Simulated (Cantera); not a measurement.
An isothermal, constant-pressure homogeneous reactor starts with 1.22 % CH4, 98.8 % H2, at 1450 K and 20.0 Torr.

Model: GRI-Mech 3.0 (53 species, 325 reactions), integrated in Cantera. GRI-Mech 3.0 stops at C3 and has no aromatics, soot or wall deposition, so with more carbon than oxygen in the feed, carbon stays in small species such as C2H2 where larger ones or solid carbon would form. Radical loss at walls, strong at low pressure, is not modelled.

Problem. Predict: x(CH4) at 30.0 s; x(H2) at 30.0 s; x(C2H4) at 30.0 s; x(C2H2) at 30.0 s; x(CH3) at 30.0 s.

Solution. x(CH4) at 30.0 s: 0.0110 (gas-phase equilibrium 0.00266)
x(H2) at 30.0 s: 0.988 (gas-phase equilibrium 0.993)
x(C2H4) at 30.0 s: 1.00e-5 (gas-phase equilibrium 5.82e-5)
x(C2H2) at 30.0 s: 0.000598 (gas-phase equilibrium 0.00465)
x(CH3) at 30.0 s: 1.20e-5 (gas-phase equilibrium 3.13e-6)
